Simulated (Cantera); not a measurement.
Cantera with NASA thermochemical tables; ideal gases at 1 bar, condensed phases pure. Values are per mole of reaction as written; species without (g) are pure solids or liquids, kept so even where they would boil at 1 bar. TaC: taken at fixed stoichiometry.

3 TaO2(g) + 2 N2O(g) ⇌ 3 Ta + 4 NO2(g), with ΔH° = 576.1 kJ and ΔS° = -195.6 J/K at 300 K.

How far is the shortcut ΔG° ≈ ΔH°(300 K) − T·ΔS°(300 K) from the full temperature-dependent value at 1498, 1648, 1798, 1948, 2098, 2248, 2398 K?


| T (K) | shortcut (kJ) | full (kJ) | difference (kJ) | difference in log10 K |
|---|---|---|---|---|
| 1498 | 869.2 | 852.9 | 16.2 | -0.57 |
| 1648 | 898.5 | 878.5 | 20.1 | -0.64 |
| 1798 | 927.9 | 903.6 | 24.2 | -0.70 |
| 1948 | 957.2 | 928.5 | 28.7 | -0.77 |
| 2098 | 986.6 | 953.0 | 33.6 | -0.84 |
| 2248 | 1015.9 | 977.1 | 38.8 | -0.90 |
| 2398 | 1045.2 | 1000.9 | 44.3 | -0.96 |
The shortcut ignores the heat-capacity change of the reaction.
